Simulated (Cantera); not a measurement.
Feed: 1 mol trisilylamine, 0.38 mol N2, equilibrated at 1.10 mbar.

Equilibrium computed with Cantera from the NASA thermochemical tables; the gas is ideal and each condensed phase is pure. Candidate condensed phases: Si, Si3N4; 18 gas species. The feed counts by its element totals alone. Mutual solubility and eutectic melting of coexisting phases are not modelled. Gases not in the tables: Si2H6 and higher silanes. Kinetics and transport are ignored.

x: gas mole fraction; n: condensed amount in mol.

```tsv
T (K)	x H2	x N2	x H	x Si	x SiH	x SiH2	n Si(s)	n Si3N4(s)	n Si(l)
798	1.00	<1e-12	8.04e-11	<1e-12	<1e-12	<1e-12	1.68	0.440	0
898	1.00	[?]	[?]	<1e-12	<1e-12	[?]	1.68	0.440	0
998	1.00	1.36e-8	6.49e-8	<1e-12	<1e-12	8.84e-11	1.68	0.440	0
1098	1.000	8.12e-7	7.46e-7	1.97e-11	2.00e-11	1.25e-9	1.68	0.440	0
1198	1.000	[?]	[?]	[?]	[?]	[?]	1.68	0.440	0
1298	1.000	0.000429	3.23e-5	3.69e-8	1.03e-8	7.38e-8	1.68	0.439	0
1398	0.995	0.00498	0.000142	7.08e-7	1.18e-7	3.64e-7	1.71	0.429	0
1498	0.958	0.0414	0.000507	9.12e-6	9.58e-7	1.40e-6	1.97	0.343	0
1598	0.835	0.163	0.00147	8.50e-5	5.66e-6	4.09e-6	3.00	0	0
1698	0.832	0.163	0.00398	0.000597	2.81e-5	1.16e-5	0	0	3.00
```

**Question.** Some entries are withheld; supply them.

**Answer.** 
- 898, x N2: 9.05e-11
- 898, x H: 3.30e-9
- 898, x SiH2: 3.45e-12
- 1198, x N2: 2.43e-5
- 1198, x H: 5.73e-6
- 1198, x Si: 1.17e-9
- 1198, x SiH: 5.90e-10
- 1198, x SiH2: 1.14e-8
